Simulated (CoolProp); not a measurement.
Saturation properties of R143a.

Computed with CoolProp (reference Helmholtz-energy equation of state, Lemmon and Jacobsen 2000).

| T (K) | p (kPa) | liquid density (kg/m³) | liquid cp (kJ/(kg K)) | liquid conductivity (mW/(m K)) |
|---|---|---|---|---|
| 268.2 | 529.6 | 1041 | 1.471 | 82.8 |
| 272.4 | 605.3 | 1027 | [?] | 81.0 |
| 276.6 | [?] | 1012 | 1.513 | 79.3 |
| 280.8 | 781.0 | 997.6 | 1.537 | 77.5 |
| 285 | 881.9 | 982.2 | [?] | 75.8 |
| 289.2 | [?] | 966.3 | 1.593 | 74.1 |
| 293.4 | [?] | 949.8 | 1.626 | 72.4 |
| 297.5 | 1240 | 933.0 | 1.662 | 70.7 |
| 301.7 | 1382 | 914.9 | [?] | 69.0 |

Question: Some entries are withheld; supply them.

Answer: 
- 272.4, liquid cp (kJ/(kg K)): 1.491
- 276.6, p (kPa): 689.0
- 285, liquid cp (kJ/(kg K)): 1.564
- 289.2, p (kPa): 992.2
- 293.4, p (kPa): 1113
- 301.7, liquid cp (kJ/(kg K)): 1.705

It boils at 225.9 K under 1 atm.

Thermal conductivity comes from a separate model (McLinden 2000), an estimate that may be off by 10 % or more.
